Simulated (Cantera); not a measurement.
Charge: 1 mol PbCl₂, 3.3 mol N₂, equilibrated at 13.3 mbar.

Cantera equilibrium calculation (NASA polynomials, part measured and part estimated; ideal gas, pure solids and liquids). Candidate condensed phases: Pb, PbCl₂; 9 gas species. The tables' values for PbCl₄ are old estimates; treat these amounts as uncertain. Equilibrium is a limit: real reactors are often held back by kinetics, nucleation or transport. All values below are at 1375 K.

Base state: N₂ 0.767, PbCl₂ 0.176, PbCl 0.0368, PbCl₄ 0.0192, Pb 0.000934, Cl 0.000306 (mole fractions); condensed: gas only.

Task: What changes in the equilibrium state with this change: pressure from 13.3 mbar to 1.33 mbar?

Result: 
```
species    before     after
-------  --------  --------
N₂          0.767     0.765
PbCl₂       0.176     0.175
PbCl       0.0368    0.0375
Cl       0.000306   0.00299
PbCl₄      0.0192    0.0182
Cl₂       2.29e-6   2.19e-5
Pb       0.000934  0.000976
```
